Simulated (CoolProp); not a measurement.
Properties of hydrogen chloride at several states.

The numbers come from the reference Helmholtz-energy equation of state, Thol 2018 in CoolProp.

```tsv
T (°C)	p (MPa)	phase	density (kg/m³)	cp (kJ/(kg K))	isothermal compressibility (1/MPa)	fugacity coefficient
5.65	1.43	gas	25.39	1.069	0.7992	0.8970
-104.05	0.227	liquid	1231	1.657	0.0008899	0.1308
130.45	0.0589	gas	0.6408	0.8017	17.00	0.9986
174.15	1.09	gas	10.88	0.8253	0.9342	0.9821
36.65	0.225	gas	3.223	0.8194	4.498	0.9883
```
